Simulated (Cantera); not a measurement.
**Equilibrium for carbon deposition, reforming and gasification: n-butane + O2 + N2**

Charge: 1 mol n-butane, 0.9 mol O2, 4.1 mol N2, at 950 °C.

Method: chemical equilibrium by Gibbs-energy minimisation in Cantera with the NASA 1993 tables (ideal gas, pure condensed phases). Candidate condensed phases: C, C6H6, C7H8, C8H18, H2O; 136 gas species. The ideal-gas law is rough above about 30 bar. Kinetics and transport are ignored.

```
P (Pa)     x H2   x N2   x CO     x CH4     x H2O     x CO2  n C(graphite)
--------  -----  -----  -----  --------  --------  --------  -------------
10        0.459  0.376  0.165   2.80e-7   1.52e-7   3.74e-8           2.20
56        0.459  0.376  0.165   1.57e-6   8.51e-7   2.10e-7           2.20
320       0.459  0.376  0.165   8.96e-6   4.86e-6   1.20e-6           2.20
1800      0.459  0.376  0.165   5.04e-5   2.73e-5   6.74e-6           2.20
10000     0.458  0.376  0.165  0.000279  0.000152   3.74e-5           2.20
56000     0.456  0.377  0.164   0.00155  0.000842  0.000208           2.19
320000    0.444  0.381  0.161   0.00838   0.00458   0.00113           2.17
1800000   0.393  0.400  0.145    0.0369    0.0205   0.00517           2.08
10000000  0.276  0.442  0.105     0.101    0.0584    0.0153           1.94
```
x: gas mole fraction; n: condensed amount in mol.

From 10.0 Pa to 1.00e7 Pa the condensed part is C(graphite). The main C-bearing gas is CO throughout.
